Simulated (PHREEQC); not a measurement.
Dissolve 0.079 mol/kgw (CH3)4NF, 0.017 mol/kgw Na2CO3 and 0.15 mol/kgw HCl at 60 °C. Closed to the air; pH follows from the charge balance.

The numbers come from PHREEQC with the ion-association model, wateq4f.dat.

```tsv
quantity	before	after
pH	1.51	0.84
HF (mol/kgw)	0.0702	0.0712
F- (mol/kgw)	0.00113	0.000274
HF2- (mol/kgw)	0.000360	9.17e-5
NaF (mol/kgw)	1.13e-5	2.33e-6
SI of Nahcolite (NaHCO3)	-7.87	-8.55
SI of Natron (Na2CO3:10H2O)	-18.29	-19.69
```

Task: What was changed between the two runs?
A) HCl from 0.15 to 0.3 mol/kgw
B) (CH3)4NF from 0.079 to 0.395 mol/kgw
C) HCl left out
D) (CH3)4NF from 0.079 to 0.0711 mol/kgw
E) HCl from 0.15 to 0.015 mol/kgw

Result: A, HCl from 0.15 to 0.3 mol/kgw

This is a speciation only: nothing precipitates in the calculation. (CH3)4N+ isn't in the database: it is added as a free cation with an ion size of 4 Å. wateq4f.dat counts part of the HF as a dimer, H2F2, which phreeqc.dat doesn't know; its constant is uncertain. Constants without temperature data keep their 25 °C values here.
